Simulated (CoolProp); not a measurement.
Vapour-liquid equilibrium of cis-2-butene (1) + acetone (2) at 88.8 kPa; x and y are mole fractions of (1).

Model: multi-fluid Helmholtz-energy mixture model, Lemmon 2005 and Lemmon 2006; pair parameters Bell 2016, in CoolProp.

Q: Give the bubble temperature and the first vapour's composition at x = 0.55, 0.65, 0.75. Is there an azeotrope?

A: x = 0.55: 5.2 °C, y = 0.906; x = 0.65: 4.2 °C, y = 0.917; x = 0.75: 3.2 °C, y = 0.929. No azeotrope shows between x = 0.05 and 0.95.

Pair parameters are fitted to limited data, so mixtures are less certain than the pure fluids. With so large a gap from Raoult's law the liquid may split in two, which this calculation doesn't test in full.
